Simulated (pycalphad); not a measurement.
CALPHAD calculation (pycalphad, COST 507 light-alloy database (1999)), 1 atm. These are 1990s assessments: newer ones move some temperatures and phases. The system is extrapolated from its subsystems; higher-order compounds may be missing. Phase fractions are per mole of atoms.

Give the equilibrium state of Al-0.52Sn-2.1Si (at.%) at 227 °C.

fcc, fraction 0.974, with <0.01 Sn, 0.01 Si at.%; diamond (Si), fraction 0.021, with <0.01 Sn, >99.99 Si at.%; bct (Sn), fraction 0.005, with 99.02 Sn, no Si at.%.

Give the equilibrium state of Al-0.52Sn-2.1Si (at.%) at 377 °C.

fcc, fraction 0.976, with 0.04 Sn, 0.19 Si at.%; diamond (Si), fraction 0.019, with <0.01 Sn, >99.99 Si at.%; liquid, fraction 0.005, with 90.5 Sn, 0.01 Si at.%.

An entry "none" or "no" means that the model of the phase leaves that element out.
